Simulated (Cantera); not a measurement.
## Stirred combustor or abatement burner

A perfectly stirred reactor is fed with 38.7 % H2, 12.9 % O2, 48.4 % N2, equivalence ratio 1.5, at 10.0 bar; it is adiabatic with a 775 K inlet, and is followed from long to short residence time, starting on the burning branch (τ in s: 0.22, 0.11, 0.055, 0.028, 0.014, 0.0069, 0.0035, 0.0017, 0.00087, 0.00044, 0.00022, 0.00011, 5.5e-05).

Cantera simulation using GRI-Mech 3.0 (53 species, 325 reactions); the numbers are that mechanism's predictions, not measurements. The hydrogen kinetics of GRI-Mech 3.0 are dated; newer H2 mechanisms differ, most at raised pressure.

```json
[
 {"τ (s)": "0.22", "T (K)": "2612", "x H2": "0.147", "x O2": "4.07e-5", "x O": "4.96e-5", "x H2O": "0.292", "x NO2": "1.11e-8", "x N2O": "4.75e-8"},
 {"τ (s)": "0.11", "T (K)": "2612", "x H2": "0.147", "x O2": "4.13e-5", "x O": "4.98e-5", "x H2O": "0.292", "x NO2": "1.11e-8", "x N2O": "4.75e-8"},
 {"τ (s)": "0.055", "T (K)": "2612", "x H2": "0.147", "x O2": "4.26e-5", "x O": "5.00e-5", "x H2O": "0.292", "x NO2": "1.11e-8", "x N2O": "4.74e-8"},
 {"τ (s)": "0.028", "T (K)": "2612", "x H2": "0.147", "x O2": "4.50e-5", "x O": "5.06e-5", "x H2O": "0.292", "x NO2": "1.10e-8", "x N2O": "4.73e-8"},
 {"τ (s)": "0.014", "T (K)": "2611", "x H2": "0.147", "x O2": "4.99e-5", "x O": "5.16e-5", "x H2O": "0.292", "x NO2": "1.09e-8", "x N2O": "4.70e-8"},
 {"τ (s)": "0.0069", "T (K)": "2610", "x H2": "0.147", "x O2": "5.98e-5", "x O": "5.38e-5", "x H2O": "0.292", "x NO2": "1.07e-8", "x N2O": "4.65e-8"},
 {"τ (s)": "0.0035", "T (K)": "2608", "x H2": "0.147", "x O2": "7.79e-5", "x O": "5.80e-5", "x H2O": "0.292", "x NO2": "1.03e-8", "x N2O": "4.59e-8"},
 {"τ (s)": "0.0017", "T (K)": "2605", "x H2": "0.147", "x O2": "0.000114", "x O": "6.69e-5", "x H2O": "0.291", "x NO2": "9.66e-9", "x N2O": "4.49e-8"},
 {"τ (s)": "0.00087", "T (K)": "2599", "x H2": "0.147", "x O2": "0.000173", "x O": "8.31e-5", "x H2O": "0.291", "x NO2": "8.84e-9", "x N2O": "4.43e-8"},
 {"τ (s)": "0.00044", "T (K)": "2588", "x H2": "0.146", "x O2": "0.000274", "x O": "0.000115", "x H2O": "0.290", "x NO2": "8.00e-9", "x N2O": "4.44e-8"},
 {"τ (s)": "0.00022", "T (K)": "2571", "x H2": "0.146", "x O2": "0.000439", "x O": "0.000174", "x H2O": "0.288", "x NO2": "7.36e-9", "x N2O": "4.56e-8"},
 {"τ (s)": "0.00011", "T (K)": "2544", "x H2": "0.145", "x O2": "0.000703", "x O": "0.000283", "x H2O": "0.286", "x NO2": "7.02e-9", "x N2O": "4.77e-8"},
 {"τ (s)": "5.5e-5", "T (K)": "2507", "x H2": "0.145", "x O2": "0.00112", "x O": "0.000473", "x H2O": "0.283", "x NO2": "6.94e-9", "x N2O": "5.09e-8"}
]
```
x: mole fraction; the columns are a selection and need not sum to one.
